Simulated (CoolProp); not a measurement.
A simple Rankine cycle with R1336mzz(E): condensing at 330.15 K, boiler at 1.91 MPa, turbine inlet 389.7 K, turbine efficiency 0.6, pump efficiency 0.7, no recuperator. Each further row changes one setting.

Model: reference Helmholtz-energy equation of state, Akasaka 2023, in CoolProp.

```json
[
 {"case": "as stated", "thermal efficiency (%)": "6.0", "net work (kJ/kg)": "9.30", "heat in (kJ/kg)": "156", "turbine exit temperature (K)": "352.8", "volume ratio over the turbine": "4.67"},
 {"case": "turbine inlet 409.7 K", "thermal efficiency (%)": "6.0", "net work (kJ/kg)": "10.9", "heat in (kJ/kg)": "180", "turbine exit temperature (K)": "377.5", "volume ratio over the turbine": "4.23"},
 {"case": "condensing temperature 322.15 K", "thermal efficiency (%)": "6.8", "net work (kJ/kg)": "11.3", "heat in (kJ/kg)": "166", "turbine exit temperature (K)": "348.6", "volume ratio over the turbine": "5.95"},
 {"case": "boiler pressure 1.34 MPa", "thermal efficiency (%)": "4.7", "net work (kJ/kg)": "7.97", "heat in (kJ/kg)": "168", "turbine exit temperature (K)": "367.9", "volume ratio over the turbine": "2.82"},
 {"case": "turbine efficiency 0.5", "thermal efficiency (%)": "4.8", "net work (kJ/kg)": "7.48", "heat in (kJ/kg)": "156", "turbine exit temperature (K)": "354.8", "volume ratio over the turbine": "4.71"}
]
```
